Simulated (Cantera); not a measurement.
Feed: 1 mol CaO, a varied amount of HF, 0.6 mol H2, held at 0.443 Torr.

These are equilibrium values from Cantera (NASA tables, ideal gas, pure condensed phases), not measurements of a reactor. Candidate condensed phases: Ca, CaF2, CaO, Ca(OH)2, H2O; 29 gas species. Mutual solubility and eutectic melting of coexisting phases are not modelled. Kinetics and transport are ignored.

Stable condensed phases, one row left out:

```
T in K \ n(HF) in mol
         1.3   2   3 4.4 6.6 9.9  15  22  33
   1650    A   A   A   A   B   B   C   C   C
   1600    A   A   A   A   B   B   B   B   B
   1575    A   A   A   B   B   B   B   B   B
   1550    A   A   A   B   B   B   B   B   B
   1525    A   A   A   B   B   B   B   B   B
   1500    A   A   A   B   B   B   B   B   B
   1475    A   A   B   B   B   B   B   B   B
   1450    A   A   B   B   B   B   B   B   B
   1425    A   A   B   B   B   B   B   B   B
   1400    A   A   B   B   B   B   B   B   B
```

A: CaF2 + CaO; B: CaF2; C: gas only.

### Question
Give the row for 1625 K.

### Answer
1.3: CaF2 + CaO; 2: CaF2 + CaO; 3: CaF2 + CaO; 4.4: CaF2 + CaO; 6.6: CaF2; 9.9: CaF2; 15: CaF2; 22: CaF2; 33: gas only.
